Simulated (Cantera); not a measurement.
A closed system holds: 1 mol Ta(OEt)5, 0.07 mol H2O, 0.65 mol O2, held at 1698.15 K.

Method: chemical equilibrium by Gibbs-energy minimisation in Cantera with the NASA 1993 tables (ideal gas, pure condensed phases). Candidate condensed phases: C, C6H6, C7H8, C8H18, H2O, Ta, TaC, Ta2O5; 113 gas species. The feed counts by its element totals alone. TaC: taken at fixed stoichiometry. Condensed phases not in the tables: Ta2C. Kinetics and transport are ignored.

x: gas mole fraction; n: condensed amount in mol.

```
P (Pa)    x H2   x CO       x H  x CH4  n C(graphite)  n TaC(s)
-------  -----  -----  --------  -----  -------------  --------
0.100    0.572  0.318     0.110      ?           2.63      1.00
0.750    0.629  0.329    0.0419      ?           2.63      1.00
5.60     0.651  0.334    0.0156      ?           2.63      1.00
42       0.659  0.335   0.00574      ?           2.63      1.00
320      0.662  0.336   0.00208      ?           2.63      1.00
2400     0.663  0.336  0.000761      ?           2.63      1.00
18000    0.663  0.336  0.000278      ?           2.63      1.00
130000   0.663  0.336  0.000103      ?           2.62      1.00
1000000  0.657  0.337   3.71e-5      ?           2.56      1.00
```

Task: Complete the blanks.

Result: 
- 0.100, x CH4: 3.61e-10
- 0.750, x CH4: 3.27e-9
- 5.60, x CH4: 2.61e-8
- 42, x CH4: 2.01e-7
- 320, x CH4: 1.55e-6
- 2400, x CH4: 1.16e-5
- 18000, x CH4: 8.73e-5
- 130000, x CH4: 0.000630
- 1000000, x CH4: 0.00476
